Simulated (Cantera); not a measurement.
# Equilibrium for iron carbonyl, mercury and lead vapours: HgO + H₂ + N₂

Input: 1 mol HgO, 4.5 mol H₂, 0.56 mol N₂, held at 577 °C and 0.000140 bar.

These are equilibrium values from Cantera (NASA tables, ideal gas, pure condensed phases), not measurements of a reactor. Candidate condensed phases: H₂O, Hg, HgO; 25 gas species. Rates play no part.

| Item | Value |
|---|---|
| x(H₂) | 0.578 |
| x(H₂O) | 0.165 |
| x(Hg) | 0.165 |
| x(N₂) | 0.0924 |
| gas amount | 6.060 mol |
| log10 activity of Hg(l) (absent) | -5.89 |
